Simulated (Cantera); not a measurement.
A perfectly stirred reactor is fed with 8.43 % CH4, 0.927 % H2, 19.1 % O2, 71.6 % N2, at 1400000 Pa; it is adiabatic with a 300 K inlet, and is followed from long to short residence time, starting on the burning branch (τ in s: 0.48, 0.2, 0.086, 0.037, 0.016, 0.0066, 0.0028, 0.0012, 0.0005, 0.00021, 9.1e-05, 3.8e-05).

Cantera simulation using GRI-Mech 3.0 (53 species, 325 reactions); the numbers are that mechanism's predictions, not measurements. The pressure lies above the range GRI-Mech 3.0 was tuned for (to about 10 atm).

x: mole fraction; the columns are a selection and need not sum to one.

| τ (s) | T (K) | x CH4 | x H2 | x O2 | x O | x CH2 | x C2H6 |
|---|---|---|---|---|---|---|---|
| 0.48 | 2176 | 1.69e-7 | 0.000369 | 0.0163 | 7.97e-5 | 2.68e-9 | <1e-12 |
| 0.20 | 2177 | 4.01e-7 | 0.000372 | 0.0166 | 8.13e-5 | 6.44e-9 | <1e-12 |
| 0.086 | 2178 | 9.14e-7 | 0.000380 | 0.0169 | 8.36e-5 | 1.50e-8 | 1.95e-12 |
| 0.037 | 2178 | 2.07e-6 | 0.000398 | 0.0171 | 8.71e-5 | 3.47e-8 | 9.90e-12 |
| 0.016 | 2177 | 4.58e-6 | (withheld) | 0.0174 | 9.30e-5 | 7.92e-8 | 4.82e-11 |
| 0.0066 | 2174 | 1.03e-5 | (withheld) | 0.0177 | 0.000105 | 1.86e-7 | 2.38e-10 |
| 0.0028 | 2168 | 2.13e-5 | (withheld) | 0.0181 | 0.000128 | 4.13e-7 | 9.95e-10 |
| 0.0012 | 2157 | 4.17e-5 | (withheld) | 0.0187 | 0.000170 | 8.73e-7 | 3.61e-9 |
| 0.00050 | 2139 | 8.14e-5 | (withheld) | 0.0199 | 0.000242 | 1.81e-6 | 1.25e-8 |
| 0.00021 | 2109 | 0.000160 | (withheld) | 0.0218 | 0.000345 | 3.56e-6 | 4.25e-8 |
| 9.1e-5 | 2065 | 0.000329 | (withheld) | 0.0248 | 0.000461 | 6.60e-6 | 1.60e-7 |
| 3.8e-5 | 1975 | 0.000964 | (withheld) | 0.0318 | 0.000468 | 1.23e-5 | 1.43e-6 |

Fill in the missing entries.


- 0.016, x H2: 0.000437
- 0.0066, x H2: 0.000528
- 0.0028, x H2: 0.000703
- 0.0012, x H2: 0.00101
- 0.00050, x H2: 0.00153
- 0.00021, x H2: 0.00231
- 9.1e-5, x H2: 0.00339
- 3.8e-5, x H2: 0.00516
